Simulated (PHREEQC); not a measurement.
Consider water at 25 °C with 5 mmol/kgw NaHS and 0.62 mmol/kgw MnCl2. Closed to the air; pH follows from the charge balance.

The numbers come from PHREEQC with the ion-association model, wateq4f.dat.

Each row changes one thing in this solution. No solid was allowed to form.

| case | pH | ionic strength (mol/kgw) |
|---|---|---|
| as made | 9.11 | 0.00683 |
| MnCl2 left out | (withheld) | 0.00500 |
| MnCl2 from 0.00062 to 0.0031 mol/kgw | 8.88 | 0.0141 |
| MnCl2 from 0.00062 to 0.000682 mol/kgw | 9.10 | (withheld) |
| diluted 100-fold with water | 8.30 | 6.85e-5 |
| diluted 10-fold with water | 8.78 | (withheld) |
| MnCl2 from 0.00062 to 0.000558 mol/kgw | 9.12 | 0.00664 |
| NaHS left out | 6.82 | (withheld) |

Q: Complete the blanks.

A: 
- MnCl2 left out, pH: 9.27
- MnCl2 from 0.00062 to 0.000682 mol/kgw, ionic strength (mol/kgw): 0.00701
- diluted 10-fold with water, ionic strength (mol/kgw): 0.000684
- NaHS left out, ionic strength (mol/kgw): 0.00186

Species that the database lacks are ignored. The polysulfide entries of wateq4f.dat were taken out for this run.
